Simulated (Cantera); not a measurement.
Input (Python, Cantera) and output of one run.

```python
import numpy as np
import cantera as ct

gas_names = """
    B BH BH2 BH3 BN BO BO2 B2 B2O B2O2 B2O3 B3O3H3 H HBO HBO2 HNO HNO2 HNO3 HO2 H2 H2O H2O2 H3B3O6 N NH
    NH2 NH3 NH2OH NO NO2 NO3 N2 N2H2 N2H4 N2O O OH O2 O3
""".split()
cond_names = """
    B(b) B(L) BN(s) B2O3(L) B3O3H3(cr) H2O(s) H2O(L)
""".split()


def load(file, names, dense=False):
    # The tables refer to 1 bar. Condensed volumes are neglected.
    table = {s.name: s for s in ct.Species.list_from_file(file)}
    out = []
    for n in names:
        d = dict(table[n].input_data)
        d["thermo"] = dict(d["thermo"], **{"reference-pressure": 1e5})
        if dense:
            d["equation-of-state"] = {"model": "constant-volume", "density": "1e6 g/cm^3"}
        out.append(ct.Species.from_dict(d))
    return out


gas = ct.Solution(thermo="ideal-gas", species=load("nasa_gas.yaml", gas_names))
cond = {s.name: ct.Solution(thermo="fixed-stoichiometry", species=[s], name=s.name)
        for s in load("nasa_condensed.yaml", cond_names, dense=True)}
atoms = {
    'borazine': {'B': 3, 'N': 3, 'H': 6},
    'H2': {'H': 2},
    'H2O': {'H': 2, 'O': 1},
}
top_T = {'BN(s)': 3200}  # K; cautious upper limits of use, not melting points


def equilibrate(T, P, feed):
    n = {}
    for name, mol in feed.items():
        for a, k in atoms[name].items():
            n[a] = n.get(a, 0.0) + k * mol
    gas.TPX = T, P, n
    mass = sum(n.values()) * gas.mean_molecular_weight
    gas.equilibrate("TP")
    valid = [c for c in cond.values() if c.min_temp <= T <= top_T.get(c.name, c.max_temp)]
    mix = ct.Mixture([(gas, mass / gas.mean_molecular_weight)] + [(c, 0.0) for c in valid])
    mix.T, mix.P = T, P
    mix.equilibrate("TP", solver="vcs", rtol=1e-11, max_steps=5000)
    return mix


results = []
feed = {'borazine': 1, 'H2': 170, 'H2O': 0.75}  # mol
P = 1000  # Pa
for T in [1025, 1125, 1225, 1325, 1425, 1525, 1625, 1725, 1825, 1925, 2025, 2125]:
    mix = equilibrate(T, P, feed)
    results.append((T, P, feed, dict(zip(mix.species_names, mix.species_moles))))

top = {s: max(r[3][s] / sum(r[3][g] for g in gas_names) for r in results) for s in gas_names}
cols = sorted((s for s in top if top[s] > 1e-05), key=lambda s: -top[s])[:6]
seen = [c for c in cond_names if any(r[3].get(c, 0) > 1e-12 for r in results)]
print("log10 of partial pressures in bar; condensed amounts in mol")
print(f"{'T/K':>10s}" + "".join(f"{s[:9]:>10s}" for s in cols + seen))
for T, P, feed, n in results:
    ng = sum(n[g] for g in gas_names)
    print(f"{T:10.4g}" + "".join(f"{np.log10(max(n[s] / ng * P / 1e5, 1e-99)):10.3f}" for s in cols)
          + "".join(f"{n.get(c, 0):10.4g}" for c in seen))
```

Result:

```
log10 of partial pressures in bar; condensed amounts in mol
       T/K        H2         H        N2       HBO        BO       BH2      B(b)     BN(s)   B2O3(L)
      1025    -2.001    -9.361    -4.867    -8.687   -14.230   -15.892         0     2.527    0.2359
      1125    -2.001    -8.353    -4.867    -7.365   -12.005   -13.868         0     2.527    0.2324
      1225    -2.001    -7.507    -4.870    -6.263   -10.150   -12.176         0     2.531    0.2145
      1325    -2.001    -6.787    -4.869    -5.333    -8.581   -10.745         0      2.53    0.1368
      1425    -2.002    -6.167    -4.799    -4.705    -7.405    -9.552         0     2.446         0
      1525    -2.003    -5.627    -4.708    -4.476    -6.700    -8.532         0     2.317         0
      1625    -2.003    -5.153    -4.676    -4.407    -6.215    -7.616         0     2.263         0
      1725    -2.004    -4.733    -4.668    -4.400    -5.841    -6.797         0      2.25         0
      1825    -2.005    -4.359    -4.660    -4.412    -5.527    -6.071         0     2.235         0
      1925    -2.008    -4.023    -4.434    -4.440    -5.262    -5.532    0.4879     1.708         0
      2025    -2.014    -3.723    -4.073    -4.488    -5.045    -5.282      2.15         0         0
      2125    -2.022    -3.451    -4.077    -4.555    -4.872    -5.059     2.069         0         0
```

Method: chemical equilibrium by Gibbs-energy minimisation in Cantera with the NASA 1993 tables (ideal gas, pure condensed phases). The feed counts by its element totals alone. Mutual solubility and eutectic melting of coexisting phases are not modelled. The tables' values for BH2 are old estimates; treat these amounts as uncertain.
